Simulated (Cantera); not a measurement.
Iron carbonyl, mercury and lead vapours: Pb + CO + H₂

Input: 1 mol Pb, 3.6 mol CO, 64 mol H₂, equilibrated at 13300 Pa.

Equilibrium computed with Cantera from the NASA thermochemical tables; the gas is ideal and each condensed phase is pure. Candidate condensed phases: C, C₆H₆, C₇H₈, C₈H₁₈, H₂O, Pb, PbO, PbO₂, Pb₃O₄; 113 gas species. Kinetics and transport are ignored.

From 723 K to 1248 K the condensed part is Pb(l). From 1323 K to 1623 K nothing is condensed. The main Pb-bearing gas is Pb throughout.

```json
[
 {"T (K)": "723", "x H₂": "0.881", "x CH₄": "0.0592", "x H₂O": "0.0590", "x CO": "0.000263", "x Pb": "2.32e-8", "x CO₂": "0.000135", "n Pb(l)": "1.000"},
 {"T (K)": "798", "x H₂": "0.891", "x CH₄": "0.0513", "x H₂O": "0.0499", "x CO": "0.00595", "x Pb": "4.30e-7", "x CO₂": "0.00143", "n Pb(l)": "1.000"},
 {"T (K)": "873", "x H₂": "0.918", "x CH₄": "0.0275", "x H₂O": "0.0255", "x CO": "0.0267", "x Pb": "4.77e-6", "x CO₂": "0.00198", "n Pb(l)": "1.000"},
 {"T (K)": "948", "x H₂": "0.936", "x CH₄": "0.0106", "x H₂O": "0.00980", "x CO": "0.0430", "x Pb": "3.59e-5", "x CO₂": "0.000814", "n Pb(l)": "0.998"},
 {"T (K)": "1023", "x H₂": "0.942", "x CH₄": "0.00402", "x H₂O": "0.00376", "x CO": "0.0494", "x Pb": "0.000200", "x CO₂": "0.000257", "n Pb(l)": "0.987"},
 {"T (K)": "1098", "x H₂": "0.944", "x CH₄": "0.00165", "x H₂O": "0.00157", "x CO": "0.0516", "x Pb": "0.000876", "x CO₂": "8.52e-5", "n Pb(l)": "0.941"},
 {"T (K)": "1173", "x H₂": "0.943", "x CH₄": "0.000750", "x H₂O": "0.000719", "x CO": "0.0524", "x Pb": "0.00316", "x CO₂": "3.14e-5", "n Pb(l)": "0.786"},
 {"T (K)": "1248", "x H₂": "0.937", "x CH₄": "0.000369", "x H₂O": "0.000356", "x CO": "0.0524", "x Pb": "0.00975", "x CO₂": "1.28e-5", "n Pb(l)": "0.335"},
 {"T (K)": "1323", "x H₂": "0.933", "x CH₄": "0.000197", "x H₂O": "0.000191", "x CO": "0.0523", "x Pb": "0.0146", "x CO₂": "5.77e-6", "n Pb(l)": "0"},
 {"T (K)": "1398", "x H₂": "0.933", "x CH₄": "0.000113", "x H₂O": "0.000111", "x CO": "0.0524", "x Pb": "0.0146", "x CO₂": "2.87e-6", "n Pb(l)": "0"},
 {"T (K)": "1473", "x H₂": "0.933", "x CH₄": "6.87e-5", "x H₂O": "6.77e-5", "x CO": "0.0524", "x Pb": "0.0146", "x CO₂": "1.54e-6", "n Pb(l)": "0"},
 {"T (K)": "1548", "x H₂": "0.933", "x CH₄": "4.36e-5", "x H₂O": "4.38e-5", "x CO": "0.0524", "x Pb": "0.0146", "x CO₂": "8.82e-7", "n Pb(l)": "0"},
 {"T (K)": "1623", "x H₂": "0.933", "x CH₄": "2.85e-5", "x H₂O": "2.98e-5", "x CO": "0.0524", "x Pb": "0.0146", "x CO₂": "5.41e-7", "n Pb(l)": "0"}
]
```
x: gas mole fraction; n: condensed amount in mol.
